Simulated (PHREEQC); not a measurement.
## Alkaline etch or developer: speciation

A solution holds 150 mmol/kgw NH3, 0.49 mmol/kgw K2SiO3 and 1 mmol/kgw Na2CO3, at 25 °C. Closed to the air; pH follows from the charge balance.

The numbers come from PHREEQC with the ion-association model, phreeqc.dat.

This is a speciation only: nothing precipitates in the calculation.

Q: What pH, ionic strength does the model give?

A: pH 11.28; ionic strength 0.00535 mol/kgw.

Q: In which forms is Si present?

A: H3SiO4- 95 %, H4SiO4 3.1 %, H2SiO4-2 1.5 % of the Si.

Species that the database lacks are ignored.
